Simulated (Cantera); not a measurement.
A perfectly stirred reactor is fed with H2 : O2 : N2 : H2O = 1 : 0.685 : 2.74 : 0.093 (molar parts), equivalence ratio 0.73, at 3750 Torr; it is adiabatic with a 325 K inlet, and is followed from long to short residence time, starting on the burning branch (τ in s: 0.1, 0.046, 0.021, 0.0093, 0.0042, 0.0019, 0.00086, 0.00039, 0.00017, 7.9e-05).

Detailed kinetics in Cantera: the H2/O2 subset of GRI-Mech 3.0, which has no nitrogen chemistry. The hydrogen kinetics of GRI-Mech 3.0 are dated; newer H2 mechanisms differ, most at raised pressure.

One state of this run: T (K) = 1956; x H2 = 0.00303; x O2 = 0.0459; x H2O = 0.265; x H2O2 = 1.08e-6; x OH = 0.00494; x HO2 = 2.14e-5. x: mole fraction; the columns are a selection and need not sum to one.

### Question
Which value of τ (s) does it belong to?
A. 0.00039
B. 7.9e-5
C. 0.021
D. 0.046

### Answer
A, 0.00039
